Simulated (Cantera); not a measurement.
Input: 1 mol PbO, 1.8 mol CO, 10 mol H2.

Cantera equilibrium calculation (NASA polynomials, part measured and part estimated; ideal gas, pure solids and liquids). Candidate condensed phases: C, C6H6, C7H8, C8H18, H2O, Pb, PbO, PbO2, Pb3O4; 113 gas species. Kinetics and transport are ignored.

Problem. What condenses at these points (T in K, P in Pa): (1125, 10); (775, 3200); (1075, 3200); (925, 3200); (925, 10); (1175, 68)?

Solution. 
```
T (K)  P in Pa  condensed phases  Pb condensed (%)
-----  -------  ----------------  ----------------
1125        10          gas only               0.0
775       3200            C + Pb             100.0
1075      3200                Pb              97.2
925       3200                Pb              99.9
925         10                Pb              67.6
1175        68          gas only               0.0
```
